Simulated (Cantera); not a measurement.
Charge: 1 mol SiHCl3, 0.29 mol HCl, 32 mol H2, equilibrated at 10.0 mbar.

Method: chemical equilibrium by Gibbs-energy minimisation in Cantera with the NASA 1993 tables (ideal gas, pure condensed phases). Candidate condensed phases: Si; 19 gas species. Gases not in the tables: Si2H6 and higher silanes. Rates play no part.

Q: What share of the Si ends up in condensed phases as a function of T (K), at 1175, 1275, 1375, 1475, 1575, 1675, 1775, 1875, 1975, 2075, 2175, 2275, 2375, 2475?

A: 
```json
[
 {"T (K)": "1175", "Si condensed (%)": "49.8", "as": "Si(s)"},
 {"T (K)": "1275", "Si condensed (%)": "51.7", "as": "Si(s)"},
 {"T (K)": "1375", "Si condensed (%)": "50.3", "as": "Si(s)"},
 {"T (K)": "1475", "Si condensed (%)": "48.4", "as": "Si(s)"},
 {"T (K)": "1575", "Si condensed (%)": "46.5", "as": "Si(s)"},
 {"T (K)": "1675", "Si condensed (%)": "44.7", "as": "Si(s)"},
 {"T (K)": "1775", "Si condensed (%)": "47.0", "as": "Si(l)"},
 {"T (K)": "1875", "Si condensed (%)": "47.5", "as": "Si(l)"},
 {"T (K)": "1975", "Si condensed (%)": "40.8", "as": "Si(l)"},
 {"T (K)": "2075", "Si condensed (%)": "14.9", "as": "Si(l)"},
 {"T (K)": "2175", "Si condensed (%)": "0.0", "as": "-"},
 {"T (K)": "2275", "Si condensed (%)": "0.0", "as": "-"},
 {"T (K)": "2375", "Si condensed (%)": "0.0", "as": "-"},
 {"T (K)": "2475", "Si condensed (%)": "0.0", "as": "-"}
]
```
